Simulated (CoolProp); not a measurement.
A single-stage vapour-compression cycle with c-C4F8 (RC318): evaporating at 296.15 K (dew point), condensing at 331.15 K (bubble point), superheat 8 K, subcooling 0 K, compressor efficiency 0.8, no pressure losses. Each further row changes one setting.

Model: reference Helmholtz-energy equation of state, Platzer 1990, in CoolProp. This equation is an older, rougher fit; its heat capacities, sound speeds and derivatives of the liquid may be far off and weren't checked against measurements.

```
case                              cooling COP  pressure ratio  discharge temperature (K)  refrigerating effect (kJ/kg)  volumetric capacity (kJ/m³)
--------------------------------  -----------  --------------  -------------------------  ----------------------------  ---------------------------
as stated                                5.08            2.72                      331.1                          71.2                         1810
evaporating temperature 301.15 K         6.29            2.32                      331.1                          74.6                         2210
condensing temperature 326.15 K          6.27            2.39                      326.1                          77.2                         1960
subcooling 5 K                           5.51            2.72                      331.1                          77.2                         1960
superheat 18 K                           5.38            2.72                      338.7                          79.5                         1930
compressor efficiency 0.7                4.45            2.72                      331.1                          71.2                         1810
```

The compression ends wet for: as stated; evaporating temperature 301.15 K; condensing temperature 326.15 K; subcooling 5 K; compressor efficiency 0.7.
